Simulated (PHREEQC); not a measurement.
0.46 g of hydrous ferric oxide (600 m²/g; 0.2 weak and 0.005 strong sites per Fe, Dzombak-Morel constants, diffuse double layer) in 1 kg of water with 0.3 mol/kgw of an inert sodium salt and 0.0013 mol NaF, 1.5e-05 mol ZnCl2 and 0.0012 mol SrCl2, at 25 °C; the pH is set by adding NaOH or the inert anion's acid. Oxygen is held at 0.21 atm. No CO2 enters from the air. Nothing may precipitate in this run.

Base run: PHREEQC, ion-association model, wateq4f.dat. Each further column changes one thing. The table gives F sorbed (%).

```tsv
pH	base	no electrostatic term (-no_edl)	background salt from 0.3 to 0.03 mol/kgw	oxide from 0.46 to 2.3 g/kgw	0.0024 mol/kgw CuSO4 added
3	26.5	0.9	45.7	75.8	9.6
4.33	30.8	1.6	47.2	82.1	14.2
5	27.9	1.6	40.9	78.0	10.8
5.67	22.1	1.6	31.7	68.1	4.6
7	8.7	1.9	12.5	34.1	1.5
8.33	1.6	1.9	2.1	7.5	1.5
9	0.6	1.1	0.8	2.8	0.7
9.67	0.2	0.4	0.3	0.9	0.2
11	0.0	0.0	0.0	0.1	0.0
```

The oxide is taken as insoluble; below pH 4 it would dissolve. In at least one series the solution becomes supersaturated in solids that the run did not let form, among them Zn(OH)2-e. The database's constant for dissolved Cu(OH)2 is higher than later reviews accept.
